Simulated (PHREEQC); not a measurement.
Buffer: an equilibrium model

Make-up at 20 °C: 0.11 mol/kgw NaHSO4 and 0.00011 mol/kgw NaF. Closed to the air; pH follows from the charge balance.

Equilibrium calculation in PHREEQC: ion-association model, phreeqc.dat.

```json
{
  "pH": "1.40",
  "ionic_strength": "0.197 mol/kgw",
  "specific_conductance": "22000 µS/cm",
  "density": "1.008 g/cm³",
  "total_alkalinity": "-110 meq/kg"
}
```

```tsv
species	molality	activity	log γ
Na+	0.104	0.0777	-0.125
HSO4-	0.0600	0.0449	-0.126
H+	0.0499	0.0399	-0.097
SO4-2	0.0435	0.0129	-0.528
NaSO4-	0.00650	0.00487	-0.126
HF	0.000107	0.000112	0.020
F-	2.88e-6	2.05e-6	-0.149
NaF	8.75e-8	9.16e-8	0.020
HF2-	1.13e-9	8.44e-10	-0.126
```

No solid was allowed to form. Species that the database lacks are ignored.
